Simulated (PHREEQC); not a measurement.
Make-up at 25 °C: 0.0067 mol/kgw Cu(NO3)2, 0.00028 mol/kgw H2SO4 and 0.105 mol/kgw Na2SO4. It is in equilibrium with CO2 at log p = -2 (atm). Otherwise closed; pH follows from the charge balance.

Equilibrium calculation in PHREEQC: ion-association model, phreeqc.dat.

This is a speciation only: nothing precipitates in the calculation.

Q: Estimate the pH, specific conductance.

A: pH 3.86; specific conductance 16200 µS/cm.

Q: In which forms is Cu present?

A: CuSO4 54 %, Cu+2 46 % of the Cu.
